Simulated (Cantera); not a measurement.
A closed system holds: 1 mol CuO, 2200 mol H2, 16 mol N2, at 1327 °C and 0.100 bar.

Equilibrium computed with Cantera from the NASA thermochemical tables; the gas is ideal and each condensed phase is pure. Candidate condensed phases: Cu, CuO, Cu(OH)2, Cu2O, H2O; 27 gas species. Rates play no part.

Base state: H2 0.992, N2 0.00722, H2O 0.000451, Cu 0.000398, H 0.000171 (mole fractions); condensed: Cu(l).

**Question.** What changes in the equilibrium state with this change: temperature from 1327 °C to 727 °C?

**Answer.** 
| species | before | after |
|---|---|---|
| H2 | 0.992 | 0.992 |
| N2 | 0.00722 | 0.00722 |
| H2O | 0.000451 | 0.000451 |
| Cu | 0.000398 | <1e-9 |
| H | 0.000171 | 7.15e-9 |
| Cu(l), mol | 0.117 | 0 |
| Cu(s), mol | 0 | 1.00 |
